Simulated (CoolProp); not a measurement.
A closed Brayton cycle with nitrogen: compressor inlet 306.15 K and 0.15 MPa, high pressure 0.403 MPa, turbine inlet 950 K, compressor efficiency 0.85, turbine efficiency 0.9, recuperator effectiveness 0.8 (on enthalpy, no pinch check). Each further row changes one setting.

The numbers come from the reference Helmholtz-energy equation of state, Span 2000 in CoolProp.

| case | thermal efficiency (%) | net work (kJ/kg) | compressor to turbine work | compressor exit (K) | turbine exit (K) |
|---|---|---|---|---|---|
| as stated | (withheld) | 99.2 | 0.55 | 423.3 | 755.1 |
| turbine inlet 900 K | 32.1 | (withheld) | 0.58 | 423.3 | 713.8 |
| compressor inlet 316.15 K | 32.8 | 95.2 | 0.57 | 437.1 | 755.1 |
| high pressure 0.343 MPa | 32.9 | (withheld) | (withheld) | 402.0 | 784.0 |
| recuperator effectiveness 0.5 | 24.8 | 99.2 | 0.55 | 423.3 | 755.1 |

Problem. Complete the blanks.

Solution. 
- as stated, thermal efficiency (%): 33.9
- turbine inlet 900 K, net work (kJ/kg): 87.3
- high pressure 0.343 MPa, net work (kJ/kg): 89.3
- high pressure 0.343 MPa, compressor to turbine work: 0.53
